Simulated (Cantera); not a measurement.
A diamond (100) surface in a fixed gas of H2 with x(CH4) = 0.0027, x(H) = 0.0048, x(CH3) = 0.00033, at 1125 K; coverages are run to steady state.

Model: the Harris–Goodwin 1993 mechanism for the reconstructed diamond (100) surface, integrated in Cantera.

θ: site fractions in the mechanism's names (c6HH fully hydrogenated, c6H* and c6*H radical sites, c6** diradical, c6HM methylated).

```tsv
P (Pa)	growth (µm/h)	θ c6HH	θ c6H*	θ c6*H	θ c6**	θ c6HM
660	0.383	0.491	0.0302	0.452	0.0201	0.00381
1200	1.01	0.490	0.0301	0.450	0.0200	0.00607
2200	2.62	0.488	0.0300	0.448	0.0199	0.00904
4100	[?]	0.485	0.0298	0.446	0.0198	[?]
7500	14.6	0.483	0.0297	0.443	0.0197	0.0155
14000	[?]	0.481	0.0296	0.442	0.0196	[?]
25000	60.4	0.480	0.0297	0.440	0.0196	0.0195
46000	117	0.479	0.0298	0.439	0.0196	0.0205
```

Question: Some entries are withheld; supply them.

Answer: 
- 4100, growth (µm/h): 6.51
- 4100, θ c6HM: 0.0124
- 14000, growth (µm/h): 31.3
- 14000, θ c6HM: 0.0179
